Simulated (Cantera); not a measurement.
A freely propagating, adiabatic, planar premixed flame of CO : H₂ : O₂ : N₂ = 1 : 0.037 : 0.524 : 1.94 (molar parts), unburnt at 500 K and 500000 Pa; mixture-averaged transport, grid criteria slope 0.08 and curve 0.16, no radiation.

Computed with Cantera and GRI-Mech 3.0 (53 species, 325 reactions). The hydrogen kinetics of GRI-Mech 3.0 are dated; newer H2 mechanisms differ, most at raised pressure. Burning velocities carry a grid error of a few per cent, more on coarse grids.

Problem. How do the results move with these cheaper or finer settings: unity-Lewis-number transport; multicomponent transport; multicomponent+Soret transport; grid criteria slope 0.5, curve 1; grid criteria slope 0.25, curve 0.5; grid criteria slope 0.03, curve 0.06?

Solution. 
| setting | laminar burning velocity | thermal thickness | peak x(O) | grid points | grid points |
|---|---|---|---|---|---|
| as above | 58.5 cm/s | 0.161 mm | 0.0104 | 114 | 114 |
| unity-Lewis-number transport | 51.3 cm/s | 0.154 mm | 0.0110 | 119 | 119 |
| multicomponent transport | 58.3 cm/s | 0.161 mm | 0.0104 | 114 | 114 |
| multicomponent+Soret transport | 56.3 cm/s | 0.164 mm | 0.0103 | 115 | 115 |
| grid criteria slope 0.5, curve 1 | 62.1 cm/s | 0.184 mm | 0.0104 | 33 | 33 |
| grid criteria slope 0.25, curve 0.5 | 60.1 cm/s | 0.172 mm | 0.0105 | 48 | 48 |
| grid criteria slope 0.03, curve 0.06 | 58.2 cm/s | 0.157 mm | 0.0104 | 295 | 295 |
The base run took very roughly 3 core-seconds.
Unity Lewis numbers drop preferential diffusion, which matters most where H2 and H carry the flame; Soret adds thermal diffusion.
